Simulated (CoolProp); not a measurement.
The fluid at 414.73 K and 2.78 MPa is throttled through a valve to 0.382 MPa with no heat exchange. The same conditions are run with several fluids, on thermodynamics alone (safety and materials aside).

Values from CoolProp's reference Helmholtz-energy equation of state of each fluid (R365MFC: Lemmon 2016; R141b: Lemmon 2006; decamethyltetrasiloxane (MD2M): Thol 2017; n-perfluoropentane: Gao 2022; toluene: Lemmon 2006).

```json
[
 {"fluid": "R365MFC", "temperature change (K)": "(withheld)", "final phase": "two-phase, vapour fraction 0.568", "final density (kg/m³)": "37.5"},
 {"fluid": "R141b", "temperature change (K)": "(withheld)", "final phase": "(withheld)", "final density (kg/m³)": "38.4"},
 {"fluid": "decamethyltetrasiloxane (MD2M)", "temperature change (K)": "(withheld)", "final phase": "liquid", "final density (kg/m³)": "730"},
 {"fluid": "n-perfluoropentane", "temperature change (K)": "-59.9", "final phase": "gas", "final density (kg/m³)": "42.9"},
 {"fluid": "toluene", "temperature change (K)": "+0.6", "final phase": "liquid", "final density (kg/m³)": "(withheld)"}
]
```

Q: What belongs in the gaps?

A: 
- R365MFC, temperature change (K): -58.5
- R141b, temperature change (K): -65.4
- R141b, final phase: two-phase, vapour fraction 0.434
- decamethyltetrasiloxane (MD2M), temperature change (K): +0.7
- toluene, final density (kg/m³): 746
